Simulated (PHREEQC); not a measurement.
Dissolve 0.94 mmol/kgw H4SiO4 at 20 °C. Closed to the air; pH follows from the charge balance.

Equilibrium calculation in PHREEQC: Pitzer model, pitzer.dat.

This is a speciation only: nothing precipitates in the calculation.

Question: What pH, ionic strength does the model give?

Answer: pH 6.46; ionic strength 3.50e-7 mol/kgw.

Complexes and solids missing from the database can't appear.
